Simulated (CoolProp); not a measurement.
Saturation properties of R1224YDZ (Tc = 155.5 °C, pc = 3334 kPa, ω = 0.325).

Values from CoolProp's reference Helmholtz-energy equation of state, Akasaka 2023.

```csv
T (°C),p (kPa),enthalpy of vaporisation (kJ/kg),liquid cp (kJ/(kg K)),vapour Z
-33.55,9.802,191.5,1.053,0.9884
-22.95,17.97,186.8,1.067,0.9832
-12.35,31.05,182.0,1.082,0.9765
-1.75,50.94,177.2,1.099,0.9681
8.85,79.91,172.3,1.118,0.9577
19.45,120.6,167.2,1.138,0.9451
30.05,175.8,162.0,1.160,0.9301
40.65,248.8,156.5,1.184,0.9124
51.25,343.0,150.7,1.210,0.8919
61.85,462.0,144.5,1.239,0.8683
```

It boils at 14.9 °C under 1 atm.
